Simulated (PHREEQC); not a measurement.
0.064 g of hydrous ferric oxide (600 m²/g; 0.2 weak and 0.005 strong sites per Fe, Dzombak-Morel constants, diffuse double layer) in 1 kg of water with 0.001 mol/kgw of an inert sodium salt and 0.00043 mol/kgw Ag2SO4 and 2.9e-05 mol/kgw MgCl2, at 25 °C; the pH is set by adding NaOH or the inert anion's acid. Oxygen alone is held at its pressure in air (log pO2 = -0.68). CO2 from the air is kept out. Nothing may precipitate in this run.

Base run: PHREEQC, ion-association model, wateq4f.dat. Each further column changes one thing. The table gives S sorbed (%).

```tsv
pH	base	no electrostatic term (-no_edl)	background salt from 0.001 to 0.0001 mol/kgw	oxide from 0.064 to 0.32 g/kgw	0.00032 mol/kgw ZnCl2 added
4	16.0	0.0	16.2	77.4	15.9
5	13.8	0.0	13.9	64.1	13.7
5.5	11.2	0.0	11.4	[?]	11.3
6	8.1	0.0	8.2	[?]	[?]
7	2.3	0.0	2.4	10.9	[?]
8	0.1	0.0	0.1	0.4	3.8
8.5	0.0	0.0	0.0	0.0	[?]
9	0.0	0.0	0.0	0.0	0.3
10	0.0	0.0	0.0	0.0	0.0
```

**Question.** What belongs in the gaps?

**Answer.** 
- 5.5, oxide from 0.064 to 0.32 g/kgw: 51.9
- 6, oxide from 0.064 to 0.32 g/kgw: 37.7
- 6, 0.00032 mol/kgw ZnCl2 added: 8.4
- 7, 0.00032 mol/kgw ZnCl2 added: 6.0
- 8.5, 0.00032 mol/kgw ZnCl2 added: 1.6

In at least one series the solution becomes supersaturated in solids that the run did not let form, among them Cerargyrite, Ag2O.
